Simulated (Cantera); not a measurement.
## Abatement and gas-phase synthesis: HI + H₂O + N₂

Input: 1 mol HI, 1.4 mol H₂O, 0.21 mol N₂, equilibrated at 1723 K and 260 bar.

These are equilibrium values from Cantera (NASA tables, ideal gas, pure condensed phases), not measurements of a reactor. Candidate condensed phases: H₂O, I₂; 27 gas species. The ideal-gas law is rough above about 30 bar. Rates play no part.

```json
{
 "x(H₂O)": "0.526",
 "x(HI)": "0.232",
 "x(N₂)": "0.0789",
 "x(H₂)": "0.0717",
 "x(I₂)": "0.0523",
 "x(I)": "0.0391",
 "x(NH₃)": "4.84e-5",
 "x(H)": "3.03e-6",
 "x(OH)": "1.22e-6",
 "gas_amount": "2.662 mol",
 "log10 activity of I₂(l) (absent)": "-1.10"
}
```
